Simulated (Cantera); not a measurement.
Charge: 1 mol SiCl₄, 20 mol NH₃, 0.32 mol H₂, at 5.40e-5 bar.

Equilibrium computed with Cantera from the NASA thermochemical tables; the gas is ideal and each condensed phase is pure. Candidate condensed phases: NH₄Cl, Si, Si₃N₄; 28 gas species. The tables' values for SiCl, SiN are old estimates; treat these amounts as uncertain. The numbers say what is thermodynamically allowed, not how fast it happens. All values below are at 1800 K.

Base state: H₂ 0.634, N₂ 0.228, HCl 0.0734, H 0.0388, Si 0.0150, SiCl₂ 0.00669, Cl 0.00344, SiCl 0.000879 (mole fractions); condensed: gas only.

Question: What changes in the equilibrium state with this change: SiCl₄ replaced by SiHCl₃?

Answer: 
```
species   before    after
-------  -------  -------
H₂         0.634    0.652
N₂         0.228    0.227
HCl       0.0734   0.0560
Si        0.0150   0.0173
H         0.0388   0.0394
SiCl₂    0.00669  0.00438
Si₂      2.31e-5  3.08e-5
Si₂N     9.54e-6  1.27e-5
```
